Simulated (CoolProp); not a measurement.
Properties of carbon monoxide along the isobar 112 bar (Tc = 132.9 K, pc = 34.98 bar, ω = 0.050).

Computed with CoolProp (reference Helmholtz-energy equation of state, Lemmon 2006). It is a short technical equation, of lower accuracy than the large ones.

```json
[
 {"T (K)": "95.3", "phase": "liquid", "cv (kJ/(kg K))": "1.080", "isothermal compressibility (1/MPa)": "0.003509"},
 {"T (K)": "109.2", "phase": "liquid", "cv (kJ/(kg K))": "1.017", "isothermal compressibility (1/MPa)": "0.005536"},
 {"T (K)": "123.1", "phase": "liquid", "cv (kJ/(kg K))": "0.9703", "isothermal compressibility (1/MPa)": "0.009454"},
 {"T (K)": "137", "phase": "supercritical", "cv (kJ/(kg K))": "0.9353", "isothermal compressibility (1/MPa)": "0.01790"},
 {"T (K)": "151", "phase": "supercritical", "cv (kJ/(kg K))": "0.9089", "isothermal compressibility (1/MPa)": "0.03720"},
 {"T (K)": "164.9", "phase": "supercritical", "cv (kJ/(kg K))": "0.8828", "isothermal compressibility (1/MPa)": "0.06820"},
 {"T (K)": "178.8", "phase": "supercritical", "cv (kJ/(kg K))": "0.8541", "isothermal compressibility (1/MPa)": "0.08793"},
 {"T (K)": "192.7", "phase": "supercritical", "cv (kJ/(kg K))": "0.8307", "isothermal compressibility (1/MPa)": "0.09267"},
 {"T (K)": "206.6", "phase": "supercritical", "cv (kJ/(kg K))": "0.8136", "isothermal compressibility (1/MPa)": "0.09246"},
 {"T (K)": "220.5", "phase": "supercritical", "cv (kJ/(kg K))": "0.8012", "isothermal compressibility (1/MPa)": "0.09123"},
 {"T (K)": "234.4", "phase": "supercritical", "cv (kJ/(kg K))": "0.7920", "isothermal compressibility (1/MPa)": "0.08997"},
 {"T (K)": "248.4", "phase": "supercritical", "cv (kJ/(kg K))": "0.7850", "isothermal compressibility (1/MPa)": "0.08887"},
 {"T (K)": "262.3", "phase": "supercritical", "cv (kJ/(kg K))": "0.7797", "isothermal compressibility (1/MPa)": "0.08798"}
]
```
